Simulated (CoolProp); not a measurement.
Saturation properties of cyclopentane.

Values from CoolProp's reference Helmholtz-energy equation of state, Gedanitz 2015.

```tsv
T (°C)	p (MPa)	vapour Z	vapour viscosity (µPa s)
-5.15	0.01103	0.9933	6.60
1.35	0.01518	0.9914	6.76
7.85	0.02054	0.9892	___
14.35	0.02734	0.9866	___
20.85	0.03586	0.9836	7.26
27.35	0.04641	___	___
33.85	0.05931	0.9762	7.60
40.35	___	0.9718	7.77
46.85	0.09358	___	7.93
53.35	0.1157	0.9614	___
59.85	0.1418	0.9553	8.27
66.35	0.1721	0.9486	8.44
72.75	0.2067	0.9415	8.61
```

Question: What belongs in the gaps?

Answer: 
- 7.85, vapour viscosity (µPa s): 6.93
- 14.35, vapour viscosity (µPa s): 7.09
- 27.35, vapour Z: 0.9802
- 27.35, vapour viscosity (µPa s): 7.43
- 40.35, p (MPa): 0.07490
- 46.85, vapour Z: 0.9669
- 53.35, vapour viscosity (µPa s): 8.10

It boils at 49.2 °C under 1 atm.

Viscosity comes from a separate model (Chung 1988), a generic estimate that can be far off for the liquid and wasn't checked against measurements.
